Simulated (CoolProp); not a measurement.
Model: reference Helmholtz-energy equation of state, Thol 2019, in CoolProp.

Problem. For n-hexane, give the phase and the cp (kJ/(kg K)), speed of sound (m/s), conductivity (mW/(m K)), fugacity coefficient at 600 K and 3.26 MPa; 600 K and 4.35 MPa; 600 K and 5.44 MPa.

Solution. 
- 600 K and 3.26 MPa: supercritical; cp 3.17, speed of sound 196, conductivity 51.9, fugacity coefficient 0.806
- 600 K and 4.35 MPa: supercritical; cp 3.37, speed of sound 181, conductivity 55.7, fugacity coefficient 0.747
- 600 K and 5.44 MPa: supercritical; cp 3.63, speed of sound 172, conductivity 61.0, fugacity coefficient 0.693

Thermal conductivity comes from a separate model (Assael 2013).
